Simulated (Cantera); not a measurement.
A closed system holds: 1 mol HI, 0.061 mol H2O, 0.38 mol O2, held at 1100 °C and 65.0 bar.

Equilibrium computed with Cantera from the NASA thermochemical tables; the gas is ideal and each condensed phase is pure. Candidate condensed phases: H2O, I2; 12 gas species. The ideal-gas law is rough above about 30 bar. Equilibrium is a limit: real reactors are often held back by kinetics, nucleation or transport.

Base state: H2O 0.458, I2 0.382, O2 0.106, I 0.0530, HI 0.000603, OH 1.49e-5 (mole fractions); condensed: gas only.

**Question.** What changes in the equilibrium state with this change: temperature from 1100 °C to 2375 °C?

**Answer.** 
```csv
species,before,after
I,0.0530,0.500
H2O,0.458,0.327
O2,0.106,0.0850
I2,0.382,0.0465
OH,1.49e-5,0.0114
HI,0.000603,0.0275
H,<1e-9,0.000233
O,2.49e-8,0.00104
```

**Question.** What changes in the equilibrium state with this change: O2 from 0.38 to 0.11 mol?

**Answer.** 
```csv
species,before,after
HI,0.000603,0.429
H2O,0.458,0.259
I2,0.382,0.227
O2,0.106,<1e-9
H2,5.16e-8,0.0440
I,0.0530,0.0409
OH,1.49e-5,9.12e-9
```
